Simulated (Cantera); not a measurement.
Feed: 1 mol SiCl4, 2.1 mol Cl2, 7.2 mol H2, at 1025 °C and 0.100 bar.

Method: chemical equilibrium by Gibbs-energy minimisation in Cantera with the NASA 1993 tables (ideal gas, pure condensed phases). Candidate condensed phases: Si; 19 gas species. The tables' values for SiCl3 are old estimates; treat these amounts as uncertain. Equilibrium is a limit: real reactors are often held back by kinetics, nucleation or transport.

### Question
What is the equilibrium state?

### Answer
```
Property                             Result
--------------------------------  ---------
x(H2)                                 0.482
x(HCl)                                0.422
x(SiCl4)                             0.0828
x(SiCl3)                            0.00640
x(SiHCl3)                           0.00427
x(SiCl2)                            0.00295
x(SiH2Cl2)                          3.10e-5
x(H)                                2.36e-6
x(Cl)                               1.74e-6
gas amount                        10.36 mol
log10 activity of Si(s) (absent)      -2.52
```
